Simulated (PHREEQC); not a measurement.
Dissolve 0.13 mmol/kgw CaSO4, 0.038 mmol/kgw Na2SO4 and 0.04 mmol/kgw H4SiO4 at 20 °C. Closed to the air; pH follows from the charge balance.

All values are PHREEQC results (ion-association model, wateq4f.dat), not measurements.

Each row changes one thing in this solution. No solid was allowed to form.

```tsv
case	pH	CaSO4 (mol/kgw)	SI of Gypsum (CaSO4:2H2O)	SI of Portlandite (Ca(OH)2)
as made	6.97	3.18e-6	-3.20	-13.20
H4SiO4 from 4e-05 to 8e-06 mol/kgw	7.06	3.18e-6	-3.20	-13.02
H4SiO4 left out	7.09	3.18e-6	-3.20	-12.96
Na2SO4 left out	6.97	2.52e-6	-3.30	-13.19
Na2SO4 replaced by KHSO4 at the same molality	?	3.17e-6	-3.20	-18.26
H4SiO4 replaced by K2SiO3 at the same molality	9.93	3.14e-6	-3.20	?
Na2SO4 from 3.8e-05 to 1.9e-05 mol/kgw	6.97	2.86e-6	-3.24	-13.19
temperature from 20 to 90 °C	6.21	5.16e-6	-3.01	-10.26
```

**Question.** What belongs in the gaps?

**Answer.** 
- Na2SO4 replaced by KHSO4 at the same molality, pH: 4.44
- H4SiO4 replaced by K2SiO3 at the same molality, SI of Portlandite (Ca(OH)2): -7.28

At this temperature some constants are extrapolated from 25 °C, and those without enthalpy data are left unchanged.
